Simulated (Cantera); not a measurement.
Mixture: H₂ : O₂ : N₂ = 1 : 0.357 : 1.96 (molar parts), equivalence ratio 1.4, at 5.00 bar, adiabatic and at constant pressure. Ignition delay is the time to a rise of 400 K.

Model: the H2/O2 subset of GRI-Mech 3.0, which has no nitrogen chemistry, integrated in Cantera. The hydrogen kinetics of GRI-Mech 3.0 are dated; newer H2 mechanisms differ, most at raised pressure. Where the delays flatten at high temperature, the 400 K rule measures the pace of heat release, not the induction time.

Problem. Predict: delay at 1275 K; delay at 1375 K; delay at 1475 K; delay at 1575 K; delay at 1675 K; delay at 1775 K; delay at 1875 K.

Solution. 
- delay at 1275 K: 10.1 µs
- delay at 1375 K: 5.84 µs
- delay at 1475 K: 3.98 µs
- delay at 1575 K: 3.01 µs
- delay at 1675 K: 2.46 µs
- delay at 1775 K: 2.15 µs
- delay at 1875 K: 1.98 µs
